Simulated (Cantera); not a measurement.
Cantera run:

```python
import numpy as np
import cantera as ct

gas_names = [...]  # 130 gases of nasa_gas.yaml made of C, H, Mg, O, S
cond_names = """
    C(gr) C6H6(L) C7H8(L) C8H18(L),n-octa H2O(s) H2O(L) H2SO4(L) Mg(cr) Mg(L) MgCO3(s) MgO(s) MgO(L)
    MgO2H2(s) MgS(s) MgSO4(s) MgSO4(L) S(cr1) S(cr2) S(L)
""".split()


# ... load() reads the species with a 1 bar reference pressure and builds the phases ...
atoms = {
    'MgSO4': {'Mg': 1, 'S': 1, 'O': 4},
    'H2O': {'H': 2, 'O': 1},
    'CO2': {'C': 1, 'O': 2},
}
top_T = {'C(gr)': 4500, 'MgS(s)': 2250}  # K; cautious upper limits of use, not melting points


# ... equilibrate(T, P, feed) seeds the gas with the atoms and calls Mixture.equilibrate('TP', solver="vcs", rtol=1e-11, max_steps=5000) ...
results = []
T = 2075  # K
P = 280  # Pa
for m in [0.14, 0.46, 0.78, 1.1, 1.4, 1.7, 2.1, 2.4, 2.7]:
    feed = {'MgSO4': 1, 'H2O': 0.84, 'CO2': m}  # mol
    mix = equilibrate(T, P, feed)
    results.append((T, P, feed, dict(zip(mix.species_names, mix.species_moles))))

top = {s: max(r[3][s] / sum(r[3][g] for g in gas_names) for r in results) for s in gas_names}
cols = sorted((s for s in top if top[s] > 1e-06), key=lambda s: -top[s])[:8]
seen = [c for c in cond_names if any(r[3].get(c, 0) > 1e-12 for r in results)]
print("log10 of partial pressures in bar; condensed amounts in mol")
print(f"{'n(CO2)':>10s}" + "".join(f"{s[:9]:>10s}" for s in cols + seen))
for T, P, feed, n in results:
    ng = sum(n[g] for g in gas_names)
    print(f"{feed['CO2']:10.4g}" + "".join(f"{np.log10(max(n[s] / ng * P / 1e5, 1e-99)):10.3f}" for s in cols)
          + "".join(f"{n.get(c, 0):10.4g}" for c in seen))
```

It prints:

```
log10 of partial pressures in bar; condensed amounts in mol
    n(CO2)       CO2       SO2       H2O        O2        CO        OH         O        H2    MgO(s)
      0.14    -3.854    -2.962    -3.059    -3.260    -4.840    -4.211    -4.564    -4.732     0.999
      0.46    -3.393    -3.017    -3.115    -3.301    -4.359    -4.249    -4.584    -4.767    0.9988
      0.78    -3.214    -3.066    -3.165    -3.336    -4.163    -4.282    -4.602    -4.799    0.9986
       1.1    -3.110    -3.110    -3.210    -3.366    -4.044    -4.312    -4.616    -4.829    0.9984
       1.4    -3.044    -3.147    -3.248    -3.390    -3.966    -4.338    -4.629    -4.856    0.9982
       1.7    -2.996    -3.182    -3.284    -3.412    -3.906    -4.361    -4.639    -4.880    0.9981
       2.1    -2.947    -3.224    -3.327    -3.436    -3.846    -4.388    -4.652    -4.911    0.9978
       2.4    -2.920    -3.254    -3.357    -3.453    -3.810    -4.407    -4.660    -4.933    0.9976
       2.7    -2.897    -3.281    -3.385    -3.467    -3.780    -4.425    -4.667    -4.954    0.9975
```

Method: chemical equilibrium by Gibbs-energy minimisation in Cantera with the NASA 1993 tables (ideal gas, pure condensed phases).
